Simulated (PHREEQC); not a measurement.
Make-up at 25 °C: 0.26 mol NaOH, 0.04 mol BaCl2 and 0.2 mol NaCl per kg of water. Closed to the air; pH follows from the charge balance.

Model: Pitzer model, pitzer.dat, run in PHREEQC.

**Question.** The ionic strength comes out as 0.580 mol/kgw. What activity coefficients do OH-, Na+, Ba+2, Cl- get?

**Answer.** OH- 0.63, Na+ 0.70, Ba+2 0.19, Cl- 0.64. Single-ion values are on the MacInnes scale.

Precipitation was switched off in this run.
